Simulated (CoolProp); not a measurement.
c-C4F8 (RC318) along the isotherm -34.85 °C: fugacity coefficient from the reference equation and from simpler models built on Tc = 115.2 °C, pc = 2.778 MPa, ω = 0.355; each cubic takes its own stable root.

The numbers come from the reference Helmholtz-energy equation of state, Platzer 1990 in CoolProp. This equation is an older, rougher fit; its heat capacities, sound speeds and derivatives of the liquid may be far off and weren't checked against measurements.

```json
[
 {"p (MPa)": "0.174", "phase": "liquid", "reference": "0.1466", "van der Waals": "0.9426", "Redlich-Kwong": "0.4007", "Peng-Robinson": "0.1502"},
 {"p (MPa)": "0.347", "phase": "liquid", "reference": "0.07427", "van der Waals": "0.7238", "Redlich-Kwong": "0.2032", "Peng-Robinson": "0.07605"},
 {"p (MPa)": "0.521", "phase": "liquid", "reference": "0.04997", "van der Waals": "0.4902", "Redlich-Kwong": "0.1369", "Peng-Robinson": "0.05114"},
 {"p (MPa)": "0.694", "phase": "liquid", "reference": "0.03790", "van der Waals": "0.3741", "Redlich-Kwong": "0.1039", "Peng-Robinson": "0.03876"},
 {"p (MPa)": "0.868", "phase": "liquid", "reference": "0.03061", "van der Waals": "0.3041", "Redlich-Kwong": "0.08405", "Peng-Robinson": "0.03129"},
 {"p (MPa)": "1.04", "phase": "liquid", "reference": "0.02581", "van der Waals": "0.2580", "Redlich-Kwong": "0.07094", "Peng-Robinson": "0.02636"},
 {"p (MPa)": "1.22", "phase": "liquid", "reference": "0.02224", "van der Waals": "0.2238", "Redlich-Kwong": "0.06119", "Peng-Robinson": "0.02270"},
 {"p (MPa)": "1.39", "phase": "liquid", "reference": "0.01971", "van der Waals": "0.1996", "Redlich-Kwong": "0.05430", "Peng-Robinson": "0.02011"}
]
```

At some of these states van der Waals gives the other phase, because its saturation line lies elsewhere.
